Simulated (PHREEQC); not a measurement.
PHREEQC input (ion-association model, wateq4f.dat):

```
SOLUTION_MASTER_SPECIES
  An  An-  0  An  62.0  # stands for a non-complexing anion
SOLUTION_SPECIES
  An- = An-
    -log_k 0
    -gamma 3.0 0
PHASES
  Fix_H+
    H+ = H+
    -log_k 0
SOLUTION 1
  temp 25
  units mmol/kgw
  pH 7 charge
  F 0.031
  Na 1.031
  An 1
END
SELECTED_OUTPUT 1
  -reset false
  -pH true
  -pe true
  -ionic_strength true
  -water true
  -totals F Na
  -molalities Hfo_wOH Hfo_wOH2+ Hfo_wO- Hfo_sOH Hfo_sOH2+ Hfo_sO- Hfo_wF Hfo_wOHF-
USER_PUNCH 1
  -headings sigma psi
  10 PUNCH EDL("sigma", "Hfo"), EDL("psi", "Hfo")
PRINT
  -reset false
USE solution 1
SURFACE 1
  Hfo_wOH 0.00539326 600 2.4
  Hfo_sOH 0.000134831
EQUILIBRIUM_PHASES 1
  Fix_H+ -3 HAn 10
    -force_equality true
  O2(g) -0.68 10
END
# ... the last block is repeated for the other 16 points of pH, with NaOH or the acid as the point needs
```

Selected output (columns that matter, 17 of 17 rows; pH added in front):

```
pH	mu	F	Na	m_Hfo_wOH	m_Hfo_wOH2+	m_Hfo_wO-	m_Hfo_sOH	m_Hfo_sOH2+	m_Hfo_sO-	m_Hfo_wF	m_Hfo_wOHF-	sigma	psi
3	0.0042219	9.2181e-08	0.001031	0.001192	0.0041625	7.8205e-06	2.9973e-05	0.00010466	1.9664e-07	2.1412e-05	9.4958e-06	0.28477	0.22165
3.38	0.003175	6.642e-08	0.001031	0.0019729	0.0033629	2.6516e-05	4.9608e-05	8.4557e-05	6.6673e-07	1.6208e-05	1.4726e-05	0.2282	0.2176
3.75	0.0025236	6.6787e-08	0.001031	0.0026725	0.0026275	6.2272e-05	6.7198e-05	6.6067e-05	1.5658e-06	1.2012e-05	1.8921e-05	0.17495	0.20985
4.12	0.0020775	8.5082e-08	0.001031	0.0032198	0.0020253	0.00011726	8.0958e-05	5.0924e-05	2.9485e-06	8.9295e-06	2.1985e-05	0.1296	0.19943
4.5	0.0017554	1.2931e-07	0.001031	0.0036084	0.0015632	0.00019082	9.0729e-05	3.9304e-05	4.7979e-06	6.7477e-06	2.4123e-05	0.092657	0.18654
4.88	0.0015273	2.2201e-07	0.001031	0.0038488	0.00124	0.00027368	9.6773e-05	3.1177e-05	6.8812e-06	5.3e-06	2.5478e-05	0.064672	0.17167
5.25	0.0013698	4.0976e-07	0.001031	0.0039812	0.0010283	0.00035311	0.0001001	2.5855e-05	8.878e-06	4.3725e-06	2.6218e-05	0.044627	0.15546
5.62	0.0012592	8.0404e-07	0.001031	0.0040511	0.00088902	0.00042291	0.00010185	2.235e-05	1.0632e-05	3.7476e-06	2.6448e-05	0.030247	0.13775
6	0.001181	1.6671e-06	0.001031	0.004087	0.00079647	0.00048045	0.00010273	2.002e-05	1.2077e-05	3.2784e-06	2.6054e-05	0.019963	0.11833
6.38	0.0011282	3.4669e-06	0.001031	0.004105	0.00073678	0.00052395	0.00010315	1.8514e-05	1.3166e-05	2.8594e-06	2.4674e-05	0.012966	0.097961
6.75	0.0010934	6.7756e-06	0.001031	0.0041152	0.00069828	0.00055558	0.00010334	1.7536e-05	1.3952e-05	2.392e-06	2.1832e-05	0.0083391	0.077516
7.12	0.0010695	1.1986e-05	0.001031	0.0041228	0.00067154	0.00057986	0.00010344	1.6848e-05	1.4548e-05	1.8094e-06	1.7205e-05	0.0051442	0.056679
7.5	0.0010519	1.843e-05	0.001031	0.0041295	0.00065151	0.00059963	0.00010348	1.6326e-05	1.5026e-05	1.1621e-06	1.1408e-05	0.0027988	0.035019
7.88	0.0010383	2.4007e-05	0.001031	0.0041345	0.00063611	0.00061563	0.0001035	1.5923e-05	1.5411e-05	6.3195e-07	6.3614e-06	0.00098078	0.013185
8.25	0.0010338	2.7513e-05	0.0010383	0.0041373	0.00062339	0.00062905	0.0001035	1.5595e-05	1.5736e-05	3.0918e-07	3.178e-06	-0.000602	-0.0081657
8.62	0.0010509	2.9381e-05	0.0010681	0.0041385	0.00061052	0.00064266	0.00010349	1.5268e-05	1.6071e-05	1.4084e-07	1.4786e-06	-0.0023064	-0.029511
9	0.0010743	3.0287e-05	0.001108	0.0041382	0.00059466	0.00065971	0.00010347	1.4868e-05	1.6495e-05	6.0495e-08	6.52e-07	-0.0045114	-0.051315
```

The oxide is taken as insoluble; below pH 4 it would dissolve.
